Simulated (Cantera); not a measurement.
# Thermodynamics of halide evaporation, hydrolysis and transport, feed NaI + H2

Input: 1 mol NaI, 1.2 mol H2, equilibrated at 7.60 mbar.

Equilibrium computed with Cantera from the NASA thermochemical tables; the gas is ideal and each condensed phase is pure. Candidate condensed phases: I2, Na, NaI; 9 gas species. Gases not in the tables: NaBr and NaI dimers. Equilibrium is a limit: real reactors are often held back by kinetics, nucleation or transport.

From 1673 K to 2023 K nothing is condensed.

| T (K) | x H2 | x NaI | x Na | x I | x H |
|---|---|---|---|---|---|
| 1673 | 0.527 | 0.411 | 0.0304 | 0.0275 | 0.000949 |
| 1723 | 0.521 | 0.396 | 0.0408 | 0.0376 | 0.00151 |
| 1773 | 0.514 | 0.377 | 0.0536 | 0.0500 | 0.00234 |
| 1823 | 0.504 | 0.354 | 0.0689 | 0.0649 | 0.00353 |
| 1873 | 0.493 | 0.328 | 0.0866 | 0.0824 | 0.00520 |
| 1923 | 0.480 | 0.299 | 0.107 | 0.102 | 0.00749 |
| 1973 | 0.466 | 0.267 | 0.128 | 0.124 | 0.0106 |
| 2023 | 0.451 | 0.233 | 0.151 | 0.146 | 0.0146 |
x: gas mole fraction; nothing condenses.
